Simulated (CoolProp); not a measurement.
Vapour-liquid equilibrium of propane (1) + dimethyl ether (2) at 1570 kPa; x and y are mole fractions of (1).

Values from CoolProp's multi-fluid Helmholtz-energy mixture model, Lemmon 2009 and Wu 2011; pair parameters Bell 2016.

Q: Give the bubble temperature and the first vapour's composition at x = 0.15, 0.25, 0.85. Is there an azeotrope?

A: x = 0.15: 330.4 K, y = 0.230; x = 0.25: 327.3 K, y = 0.347; x = 0.85: 319.0 K, y = 0.855. y crosses x between x = 0.85 and 0.95: the model has an azeotrope there.

The pair parameters rest on a limited set of measurements; away from them the model extrapolates.
